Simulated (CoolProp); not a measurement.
R125 at several states: density (kg/m³) from the reference equation and from simpler models built on Tc = 339.2 K, pc = 3.618 MPa, ω = 0.305; each cubic takes its own stable root.

Computed with CoolProp (reference Helmholtz-energy equation of state, Lemmon 2005).

| T (K) | p (MPa) | phase | reference | van der Waals | Soave-Redlich-Kwong | Peng-Robinson |
|---|---|---|---|---|---|---|
| 365 | 0.495 | gas | 20.33 | 20.28 | 20.32 | 20.42 |
| 374.7 | 0.305 | gas | 12.00 | 11.99 | 11.99 | 12.03 |
| 251.1 | 0.527 | liquid | 1416 | 33.52 | 1284 | 1455 |
| 284.2 | 9.69 | liquid | 1334 | 871.0 | 1222 | 1376 |
| 468 | 0.0187 | gas | 0.5771 | 0.5772 | 0.5771 | 0.5772 |
| 382.7 | 13.8 | supercritical | 923.0 | 738.9 | 820.8 | 897.9 |

At some of these states van der Waals gives the other phase, because its saturation line lies elsewhere.
